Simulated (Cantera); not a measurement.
**BCl3 + N2 + NH3 (boron, boron nitride and boron oxide)**

A closed system holds: 1 mol BCl3, 0.29 mol N2, a varied amount of NH3, at 1325 K and 0.210 bar.

Method: chemical equilibrium by Gibbs-energy minimisation in Cantera with the NASA 1993 tables (ideal gas, pure condensed phases). Candidate condensed phases: B, BN, NH4Cl; 21 gas species. Gases not in the tables: BHCl2. The numbers say what is thermodynamically allowed, not how fast it happens.

```
n(NH3) (mol)  x HCl    x H2   x N2    x BCl3     x Cl    x NH3   x BCl2  n BN(s)
------------  -----  ------  -----  --------  -------  -------  -------  -------
0.87          0.828  0.0165  0.101    0.0539  1.93e-5  1.59e-8  2.67e-6    0.837
1.1           0.833  0.0561  0.102   0.00872  1.05e-5  1.00e-7  7.93e-7    0.970
1.4           0.730   0.149  0.120   0.00125  5.66e-6  4.69e-7  2.11e-7    0.995
1.8           0.613   0.246  0.141  0.000320  3.70e-6  1.08e-6  8.29e-8    0.998
2.2           0.527   0.317  0.156  0.000133  2.80e-6  1.66e-6  4.53e-8    0.999
2.8           0.435   0.392  0.173   5.16e-5  2.08e-6  2.41e-6  2.37e-8    1.000
3.6           0.353   0.459  0.187   2.09e-5  1.56e-6  3.18e-6  1.28e-8    1.000
4.6           0.286   0.515  0.199   9.06e-6  1.19e-6  3.89e-6  7.27e-9    1.000
```
x: gas mole fraction; n: condensed amount in mol.

From 0.87 mol NH3 to 4.6 mol NH3 the condensed part is BN(s). The main B-bearing gas is BCl3 throughout.
